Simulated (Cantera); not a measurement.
Standard-state values (1 bar) from the NASA 1993 polynomials, evaluated with Cantera. Values are per mole of reaction as written; species without (g) are pure solids or liquids, kept so even where they would boil at 1 bar.

**Question.** Between 300 and 2348 K, where is each reaction favourable under standard conditions?
- 6 H2O(g) + 5 Zr + 4 NO(g) → 5 ZrO2(g) + 4 NH3(g)

**Answer.** 
- 6 H2O(g) + 5 Zr + 4 NO(g) → 5 ZrO2(g) + 4 NH3(g): ΔG° is -520 kJ at 300 K and -312 kJ at 2348 K; it stays negative (K > 1). ΔH° is -739 kJ and ΔS° -182 J/K at 2348 K.
